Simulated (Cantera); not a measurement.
An adiabatic, constant-pressure homogeneous reactor starts with C3H8 : O2 : N2 = 1 : 13.5 : 50.8 (molar parts), equivalence ratio 0.37, at 1223 K and 2.80 bar.

Model: GRI-Mech 3.0 (53 species, 325 reactions), integrated in Cantera. GRI-Mech 3.0 was tuned for natural gas; its chemistry of propane as a main component is partial and can be far from experiment.

Question: Predict: time of steepest temperature rise; temperature at 5.00 s; equilibrium temperature; x(O2) at 5.00 s; x(NO2) at 5.00 s; x(NO) at 5.00 s.

Answer: 
```json
{
 "time_of_steepest_temperature_rise": "2.05 ms",
 "temperature at 5.00 s": "2031 K",
 "equilibrium_temperature": "2031 K",
 "x(O2) at 5.00 s": "0.125 (gas-phase equilibrium 0.125)",
 "x(NO2) at 5.00 s": "1.33e-5 (gas-phase equilibrium 1.34e-5)",
 "x(NO) at 5.00 s": "0.00631 (gas-phase equilibrium 0.00634)"
}
```
